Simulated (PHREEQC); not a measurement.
Make-up at 63 °C: 0.0049 mol NH4Cl and 3.3e-05 mol Na2SO4 per kg of water. Closed to the air; pH follows from the charge balance.

The numbers come from PHREEQC with the ion-association model, phreeqc.dat.

```tsv
quantity	before	after
pH	5.30	5.73
ionic strength (mol/kgw)	0.00500	0.00500
NH3 (mol/kgw)	5.43e-6	1.97e-6
HSO4- (mol/kgw)	3.10e-8	5.05e-9
NaSO4- (mol/kgw)	9.36e-9	7.95e-9
```

### Question
Name the change that produced these shifts.
A. NH4Cl replaced by NH4HS at the same molality
B. temperature from 63 to 55 °C
C. temperature from 63 to 30 °C
D. 6.9e-05 mol/kgw KCl added

### Answer
C, temperature from 63 to 30 °C

Precipitation was switched off in this run. Away from 25 °C the constants follow the database's enthalpies or fits; those with neither stay at their 25 °C values.
